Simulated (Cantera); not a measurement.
A closed system holds: 1 mol PbO, 0.64 mol CO, 0.52 mol N2, at 1098.15 K and 1.00 bar.

Cantera equilibrium calculation (NASA polynomials, part measured and part estimated; ideal gas, pure solids and liquids). Candidate condensed phases: C, Pb, PbO, PbO2, Pb3O4; 27 gas species. Mutual solubility and eutectic melting of coexisting phases are not modelled. The numbers say what is thermodynamically allowed, not how fast it happens.

Base state: CO2 0.552, N2 0.448, Pb 0.000117, CO 0.000114 (mole fractions); condensed: Pb(l) + PbO(yellow).

Task: What changes in the equilibrium state with this change: temperature from 1098.15 K to 1248.15 K?

Result: 
| species | before | after |
|---|---|---|
| CO2 | 0.552 | 0.551 |
| N2 | 0.448 | 0.448 |
| Pb | 0.000117 | 0.00130 |
| PbO | 5.89e-6 | 0.000176 |
| CO | 0.000114 | 0.000329 |
| Pb(l), mol | 0.640 | 0.638 |
| PbO(yellow), mol | 0.360 | 0 |
| PbO(l), mol | 0 | 0.360 |
Each liquid is taken as pure. Gases not in the tables: (PbO)n polymers.

Task: What changes in the equilibrium state with this change: pressure from 1.00 bar to 81.0 Pa?

Result: 
```json
[
 {"species": "CO2", "before": "0.552", "after": "0.468"},
 {"species": "N2", "before": "0.448", "after": "0.380"},
 {"species": "Pb", "before": "0.000117", "after": "0.145"},
 {"species": "PbO", "before": "5.89e-6", "after": "0.00727"},
 {"species": "CO", "before": "0.000114", "after": "9.67e-5"},
 {"species": "Pb(l), mol", "before": "0.640", "after": "0.442"},
 {"species": "PbO(yellow), mol", "before": "0.360", "after": "0.350"}
]
```
